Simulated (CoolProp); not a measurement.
A single-stage vapour-compression cycle with R22: evaporating at 197.15 K (dew point), condensing at 259.15 K (bubble point), superheat 0 K, subcooling 0 K, compressor efficiency 0.75, no pressure losses. Each further row changes one setting.

Values from CoolProp's reference Helmholtz-energy equation of state, Kamei 1995.

```
case                              cooling COP  pressure ratio  discharge temperature (K)  refrigerating effect (kJ/kg)  volumetric capacity (kJ/m³)
--------------------------------  -----------  --------------  -------------------------  ----------------------------  ---------------------------
as stated                                1.84            22.4                      362.5                           187                          137
evaporating temperature 202.15 K         2.11      (withheld)                 (withheld)                           189                          189
condensing temperature 254.15 K          2.05      (withheld)                 (withheld)                           193                          141
subcooling 5 K                     (withheld)            22.4                      362.5                           193                          141
superheat 10 K                     (withheld)            22.4                      376.0                           192                   (withheld)
compressor efficiency 0.65         (withheld)            22.4                      383.3                           187                          137
```

Question: What belongs in the gaps?

Answer: 
- evaporating temperature 202.15 K, pressure ratio: 16.0
- evaporating temperature 202.15 K, discharge temperature (K): 350.0
- condensing temperature 254.15 K, pressure ratio: 18.5
- condensing temperature 254.15 K, discharge temperature (K): 351.6
- subcooling 5 K, cooling COP: 1.90
- superheat 10 K, cooling COP: 1.81
- superheat 10 K, volumetric capacity (kJ/m³): 134
- compressor efficiency 0.65, cooling COP: 1.60
